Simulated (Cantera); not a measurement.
Thermodynamics of iron carbonyl, mercury and lead vapours, feed PbO + H2

Feed: 1 mol PbO, 0.75 mol H2, equilibrated at 427 °C and 0.188 Torr.

Equilibrium computed with Cantera from the NASA thermochemical tables; the gas is ideal and each condensed phase is pure. Candidate condensed phases: H2O, Pb, PbO, PbO2, Pb3O4; 12 gas species. The numbers say what is thermodynamically allowed, not how fast it happens.

| Property | Result |
|---|---|
| x(H2O) | 1.000 |
| x(H2) | 3.64e-5 |
| x(Pb) | 4.46e-6 |
| n(Pb(l)) | 0.750 mol |
| n(PbO(red)) | 0.250 mol |
| gas amount | 0.7500 mol |
| log10 activity of Pb3O4(s) (absent) | -11.22 |
| log10 activity of PbO2(s) (absent) | -12.07 |
